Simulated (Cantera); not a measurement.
## Ti(OiPr)₄ + C₃H₈ (titanium nitride, carbide and oxide coatings)

A closed system holds: 1 mol Ti(OiPr)₄, 0.53 mol C₃H₈, equilibrated at 1477 °C and 7.50 Torr.

Equilibrium computed with Cantera from the NASA thermochemical tables; the gas is ideal and each condensed phase is pure. Candidate condensed phases: C, C₆H₆, C₇H₈, C₈H₁₈, H₂O, Ti, TiC, TiO, TiO₂, Ti₂O₃, Ti₃O₅, Ti₄O₇; 113 gas species. The feed counts by its element totals alone. TiC: taken at fixed stoichiometry. Kinetics and transport are ignored.

The x(H₂) is 0.799, the x(CO) is 0.199 and the x(H) is 0.00208. The x(C₂H₂ (acetylene)) is 9.18e-5. The x(CH₄) is 5.83e-6 and the n(C(graphite)) comes out as 8.59 mol. The n(TiC(s)) is 1.00 mol, the gas amount is 20.14 mol and the log10 activity of Ti(β) (absent) is -4.84. The log10 activity of Ti₂O₃(s) (absent) is -10.16 and the log10 activity of Ti₃O₅(s) (absent) is -16.87.
